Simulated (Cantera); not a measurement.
Input (Python, Cantera) and output of one run.

```python
import numpy as np
import cantera as ct

gas_names = [...]  # 116 gases of nasa_gas.yaml made of C, H, Mg, O
cond_names = """
    C(gr) C6H6(L) C7H8(L) C8H18(L),n-octa H2O(s) H2O(L) Mg(cr) Mg(L) MgCO3(s) MgO(s) MgO(L) MgO2H2(s)
""".split()


# ... load() reads the species with a 1 bar reference pressure and builds the phases ...
atoms = {
    'MgO': {'Mg': 1, 'O': 1},
    'CH4': {'C': 1, 'H': 4},
    'H2': {'H': 2},
}
top_T = {'C(gr)': 4500}  # K; cautious upper limits of use, not melting points


# ... equilibrate(T, P, feed) seeds the gas with the atoms and calls Mixture.equilibrate('TP', solver="vcs", rtol=1e-11, max_steps=5000) ...
results = []
feed = {'MgO': 1, 'CH4': 0.85, 'H2': 14}  # mol
P = 83000  # Pa
for T in [1725, 1750, 1775, 1800, 1825, 1850, 1875, 1900, 1925, 1950]:
    mix = equilibrate(T, P, feed)
    results.append((T, P, feed, dict(zip(mix.species_names, mix.species_moles))))

top = {s: max(r[3][s] / sum(r[3][g] for g in gas_names) for r in results) for s in gas_names}
cols = sorted((s for s in top if top[s] > 1e-06), key=lambda s: -top[s])[:6]
seen = [c for c in cond_names if any(r[3].get(c, 0) > 1e-12 for r in results)]
print("log10 of partial pressures in bar; condensed amounts in mol")
print(f"{'T/K':>10s}" + "".join(f"{s[:9]:>10s}" for s in cols + seen))
for T, P, feed, n in results:
    ng = sum(n[g] for g in gas_names)
    print(f"{T:10.4g}" + "".join(f"{np.log10(max(n[s] / ng * P / 1e5, 1e-99)):10.3f}" for s in cols)
          + "".join(f"{n.get(c, 0):10.4g}" for c in seen))
```

It prints:

```
log10 of partial pressures in bar; condensed amounts in mol
       T/K        H2        CO        Mg         H       CH4       MgH     C(gr)    MgO(s)
      1725    -0.102    -1.713    -1.718    -3.782    -3.205    -3.663    0.4511    0.6164
      1750    -0.110    -1.581    -1.585    -3.688    -3.259    -3.525    0.3051    0.4698
      1775    -0.120    -1.452    -1.457    -3.598    -3.317    -3.393    0.1051    0.2695
      1800    -0.126    -1.396    -1.401    -3.509    -3.505    -3.332         0    0.1593
      1825    -0.126    -1.394    -1.399    -3.419    -3.780    -3.322         0    0.1543
      1850    -0.126    -1.393    -1.398    -3.332    -4.049    -3.313         0    0.1518
      1875    -0.126    -1.393    -1.398    -3.246    -4.312    -3.305         0    0.1503
      1900    -0.126    -1.392    -1.397    -3.163    -4.568    -3.297         0    0.1493
      1925    -0.126    -1.392    -1.397    -3.083    -4.817    -3.290         0    0.1483
      1950    -0.126    -1.392    -1.396    -3.004    -5.060    -3.282         0    0.1472
```

Cantera equilibrium calculation (NASA polynomials, part measured and part estimated; ideal gas, pure solids and liquids). The tables' values for MgH are old estimates; treat these amounts as uncertain.
